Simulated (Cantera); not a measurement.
Input (Python, Cantera):

```python
import numpy as np
import cantera as ct

gas = ct.Solution("gri30.yaml")
gas.TPX = 650, 13332, {'CO': 1, 'H2': 0.66, 'CH4': 1.4, 'O2': 4.59, 'N2': 17.3}
flame = ct.FreeFlame(gas, width=0.16)
flame.set_refine_criteria(ratio=3, slope=0.08, curve=0.16)
flame.transport_model = "mixture-averaged"
flame.solve(loglevel=0, auto=True)
z, T = flame.grid, flame.T
thick = (T[-1] - T[0]) / np.gradient(T, z).max()
show = ['CO', 'H2', 'CH4', 'H2O2', 'NO2', 'O']
print(f"laminar burning velocity  {flame.velocity[0] * 100:.3f} cm/s")
print(f"burnt temperature         {T[-1]:.1f} K")
print(f"thermal thickness         {thick * 1e3:.4f} mm")
print(f"grid points               {len(z)}")
z0 = z[flame.heat_release_rate.argmax()]
print(f"{'z/mm':>9s}{'T/K':>9s}{'u/(m/s)':>9s}" + "".join(f"{s:>11s}" for s in show))
rows = []
for k in (-3, -2, -1.5, -1, -0.5, -0.25, 0, 0.25, 0.5, 1, 2, 4, 8):
    zz = z0 + k * thick
    rows.append([k * thick, np.interp(zz, z, T), np.interp(zz, z, flame.velocity),
                 *(np.interp(zz, z, flame.X[gas.species_index(s)]) for s in show)])
    print(f"{rows[-1][0] * 1e3:9.3f}{rows[-1][1]:9.1f}{rows[-1][2]:9.3f}" + "".join(f"{x:11.3e}" for x in rows[-1][3:]))
```

It prints:

```
laminar burning velocity  257.596 cm/s
burnt temperature         2224.7 K
thermal thickness         2.1012 mm
grid points               167
     z/mm      T/K  u/(m/s)         CO         H2        CH4       H2O2        NO2          O
   -6.304    650.0    2.576  4.008e-02  2.647e-02  5.611e-02  1.532e-09 -6.119e-16  3.788e-09
   -4.202    650.2    2.577  4.008e-02  2.652e-02  5.610e-02  3.933e-08  7.904e-14  9.969e-08
   -3.152    651.3    2.582  4.007e-02  2.663e-02  5.606e-02  2.245e-07  1.021e-12  6.035e-07
   -2.101    665.3    2.639  4.009e-02  2.696e-02  5.557e-02  7.533e-07  1.021e-11  4.437e-06
   -1.051    813.1    3.241  4.276e-02  2.791e-02  4.895e-02  9.477e-07  3.142e-11  6.635e-05
   -0.525   1097.5    4.408  5.222e-02  2.810e-02  3.226e-02  1.206e-06  1.002e-10  4.073e-04
    0.000   1461.3    5.919  6.596e-02  2.441e-02  9.311e-03  6.921e-07  1.790e-10  2.635e-03
    0.525   1618.7    6.574  6.437e-02  1.654e-02  9.263e-04  2.077e-07  6.971e-11  7.926e-03
    1.051   1655.8    6.714  5.510e-02  1.227e-02  5.357e-05  1.809e-07  6.354e-11  1.138e-02
    2.101   1691.1    6.823  4.135e-02  1.130e-02  1.634e-07  1.619e-07  8.898e-11  1.316e-02
    4.202   1736.5    6.967  3.068e-02  1.182e-02  1.528e-11  1.341e-07  1.413e-10  1.330e-02
    8.405   1794.5    7.166  2.705e-02  1.141e-02  1.479e-16  1.037e-07  2.535e-10  1.226e-02
   16.810   1871.8    7.432  2.544e-02  1.017e-02  2.678e-18  7.329e-08  4.943e-10  1.034e-02
```

Model: GRI-Mech 3.0 (53 species, 325 reactions), integrated in Cantera. Burning velocities carry a grid error of a few per cent, more on coarse grids.
